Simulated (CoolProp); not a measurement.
Vapour-liquid equilibrium of p-xylene (1) + n-undecane (2) at 216.15 °C; x and y are mole fractions of (1).

The numbers come from the multi-fluid Helmholtz-energy mixture model, Zhou 2012 and Aleksandrov 2011; pair parameters Bell 2016 in CoolProp.

Give the bubble pressure and the first vapour's composition at x = 0.15, 0.25, 0.35. Is there an azeotrope?

x = 0.15: 0.2141 MPa, y = 0.334; x = 0.25: 0.2499 MPa, y = 0.487; x = 0.35: 0.2870 MPa, y = 0.607. No azeotrope shows between x = 0.05 and 0.95.

Pair parameters are fitted to limited data, so mixtures are less certain than the pure fluids.
